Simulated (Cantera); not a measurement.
A Cantera script and what it prints.

```python
import numpy as np
import cantera as ct

gas_names = """
    F FO FO2 F2 F2O N NF NF2 NF3 NO NO2 NO3 N2 N2O O O2 O3 Si SiF SiF2 SiF3 SiF4 SiN SiO SiO2 Si2 Si2N
    Si3
""".split()
cond_names = """
    Si(cr) Si(L) SiO2(Lqz) SiO2(hqz) SiO2(L) Si2N2O(s) Si3N4(a)
""".split()


def load(file, names, dense=False):
    # The tables refer to 1 bar. Condensed volumes are neglected.
    table = {s.name: s for s in ct.Species.list_from_file(file)}
    out = []
    for n in names:
        d = dict(table[n].input_data)
        d["thermo"] = dict(d["thermo"], **{"reference-pressure": 1e5})
        if dense:
            d["equation-of-state"] = {"model": "constant-volume", "density": "1e6 g/cm^3"}
        out.append(ct.Species.from_dict(d))
    return out


gas = ct.Solution(thermo="ideal-gas", species=load("nasa_gas.yaml", gas_names))
cond = {s.name: ct.Solution(thermo="fixed-stoichiometry", species=[s], name=s.name)
        for s in load("nasa_condensed.yaml", cond_names, dense=True)}
atoms = {
    'SiF4': {'Si': 1, 'F': 4},
    'N2O': {'N': 2, 'O': 1},
}
top_T = {'Si2N2O(s)': 2100, 'Si3N4(a)': 2400}  # K; cautious upper limits of use, not melting points


def equilibrate(T, P, feed):
    n = {}
    for name, mol in feed.items():
        for a, k in atoms[name].items():
            n[a] = n.get(a, 0.0) + k * mol
    gas.TPX = T, P, n
    mass = sum(n.values()) * gas.mean_molecular_weight
    gas.equilibrate("TP")
    valid = [c for c in cond.values() if c.min_temp <= T <= top_T.get(c.name, c.max_temp)]
    mix = ct.Mixture([(gas, mass / gas.mean_molecular_weight)] + [(c, 0.0) for c in valid])
    mix.T, mix.P = T, P
    mix.equilibrate("TP", solver="vcs", rtol=1e-11, max_steps=5000)
    return mix


results = []
T = 1998  # K
P = 13332.2  # Pa
for m in [2.7, 3.6, 4.5, 5.4, 6.3, 7.2, 8.1, 9, 9.9, 11, 12, 13, 14]:
    feed = {'SiF4': 1, 'N2O': m}  # mol
    mix = equilibrate(T, P, feed)
    results.append((T, P, feed, dict(zip(mix.species_names, mix.species_moles))))

top = {s: max(r[3][s] / sum(r[3][g] for g in gas_names) for r in results) for s in gas_names}
cols = sorted((s for s in top if top[s] > 0.001), key=lambda s: -top[s])[:8]
seen = [c for c in cond_names if any(r[3].get(c, 0) > 1e-12 for r in results)]
print("log10 of partial pressures in bar; condensed amounts in mol")
print(f"{'n(N2O)':>10s}" + "".join(f"{s[:9]:>10s}" for s in cols + seen))
for T, P, feed, n in results:
    ng = sum(n[g] for g in gas_names)
    print(f"{feed['N2O']:10.4g}" + "".join(f"{np.log10(max(n[s] / ng * P / 1e5, 1e-99)):10.3f}" for s in cols)
          + "".join(f"{n.get(c, 0):10.4g}" for c in seen))
```

It prints:

```
log10 of partial pressures in bar; condensed amounts in mol
    n(N2O)        N2        O2      SiF4        NO         O   SiO2(L)
       2.7    -1.150    -1.455    -1.579    -3.030    -3.909         0
       3.6    -1.128    -1.433    -1.682    -3.008    -3.898         0
       4.5    -1.114    -1.419    -1.765    -2.994    -3.891         0
       5.4    -1.105    -1.410    -1.835    -2.985    -3.886 4.293e-06
       6.3    -1.098    -1.403    -1.895    -2.978    -3.883 3.236e-05
       7.2    -1.093    -1.397    -1.948    -2.973    -3.880 5.987e-05
       8.1    -1.089    -1.393    -1.995    -2.969    -3.878 8.691e-05
         9    -1.085    -1.390    -2.037    -2.965    -3.876 0.0001135
       9.9    -1.083    -1.387    -2.076    -2.963    -3.875 0.0001397
        11    -1.080    -1.384    -2.119    -2.960    -3.873 0.0001713
        12    -1.078    -1.382    -2.155    -2.958    -3.872 0.0001995
        13    -1.076    -1.381    -2.188    -2.956    -3.872 0.0002274
        14    -1.075    -1.379    -2.219    -2.954    -3.871 0.0002549
```

Method: chemical equilibrium by Gibbs-energy minimisation in Cantera with the NASA 1993 tables (ideal gas, pure condensed phases). The tables' values for SiF3 are old estimates; treat these amounts as uncertain. The tables hold silica as quartz up to 1696 K and as liquid above; real silica turns to tridymite and cristobalite and melts near 1996 K.
